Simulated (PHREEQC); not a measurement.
Make-up at 51 °C and 100 atm: 0.0051 mol BaCl2 and 0.00011 mol NaHCO3 per kg of water. Closed to the air; pH follows from the charge balance.

Computed with PHREEQC (ion-association model, phreeqc.dat).

```csv
quantity,before,after
pH,7.59,5.10
ionic strength (mol/kgw),0.0154,0.0153
```

Problem. Name the change that produced these shifts.
A. NaHCO3 from 0.00011 to 2.2e-05 mol/kgw
B. 0.00015 mol/kgw LiOH added
C. NaHCO3 replaced by CO2 at the same molality
D. BaCl2 replaced by (CH3)4NCl at the same molality
E. temperature from 51 to 60 °C

Solution. C, NaHCO3 replaced by CO2 at the same molality

This is a speciation only: nothing precipitates in the calculation. Under pressure, the constants of complexes without a molar volume in the database are unreliable. At this temperature some constants are extrapolated from 25 °C, and those without enthalpy data are left unchanged.
